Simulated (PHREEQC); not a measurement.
Dissolve 0.0106 mol/kgw Al2(SO4)3, 0.0014 mol/kgw NaHCO3 and 0.0034 mol/kgw NaCl at 85 °C. Closed to the air; pH follows from the charge balance.

Equilibrium calculation in PHREEQC: ion-association model, phreeqc.dat.

Precipitation was switched off in this run.

Order these S species by the share of S that they hold, largest first: SO4-2, Al(SO4)2-, NaSO4-, HSO4-, AlSO4+.

AlSO4+ (46 %), SO4-2 (34 %), Al(SO4)2- (17 %), HSO4- (2.3 %), NaSO4- (0.46 %)

The pH is 3.55 and the ionic strength 0.0465 mol/kgw. The solution is supersaturated, for example in Gibbsite (slow to form), so a real one may precipitate; this is no full list. Complexes and solids missing from the database can't appear. At this temperature some constants are extrapolated from 25 °C, and those without enthalpy data are left unchanged.
